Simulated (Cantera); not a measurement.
A perfectly stirred reactor is fed with CO : O2 : H2O : N2 = 0.014 : 0.05 : 0.016 : 1 (molar parts), equivalence ratio 0.14, at 1.20 bar; it is held at 1298 K, and followed from long to short residence time.

Cantera simulation using GRI-Mech 3.0 (53 species, 325 reactions); the numbers are that mechanism's predictions, not measurements.

**Question.** Predict: x(CO) at τ = 0.600 s; x(O2) at τ = 0.600 s; x(H2O) at τ = 0.600 s; x(H) at τ = 0.600 s; x(O) at τ = 0.600 s; x(CO) at τ = 65.0 ms; x(O2) at τ = 65.0 ms; x(H2O) at τ = 65.0 ms; x(H) at τ = 65.0 ms; x(O) at τ = 65.0 ms.

**Answer.** x(CO) at τ = 0.600 s: 0.000152
x(O2) at τ = 0.600 s: 0.0401
x(H2O) at τ = 0.600 s: 0.0149
x(H) at τ = 0.600 s: 4.98e-7
x(O) at τ = 0.600 s: 1.05e-5
x(CO) at τ = 65.0 ms: 0.000677
x(O2) at τ = 65.0 ms: 0.0404
x(H2O) at τ = 65.0 ms: 0.0148
x(H) at τ = 65.0 ms: 4.30e-6
x(O) at τ = 65.0 ms: 4.61e-5
